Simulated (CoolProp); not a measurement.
Values from CoolProp's reference Helmholtz-energy equation of state, de Vries 1995.

**Question.** Give the vapour pressure (MPa), vapour Z, liquid viscosity (µPa s), liquid conductivity (mW/(m K)) of saturated R124 at 2.15, 9.65, 14.65 °C.

**Answer.** 
```
T (°C)  p (MPa)  vapour Z  liquid viscosity (µPa s)  liquid conductivity (mW/(m K))
------  -------  --------  ------------------------  ------------------------------
2.15      0.177     0.936                       330                            77.4
9.65      0.231     0.923                       300                            74.9
14.65     0.274     0.914                       282                            73.2
```

Viscosity comes from a separate model (Bell 2016), an estimate that may be off by 10 % or more. Thermal conductivity comes from a separate model (Huber 2003), an estimate that may be off by 10 % or more.
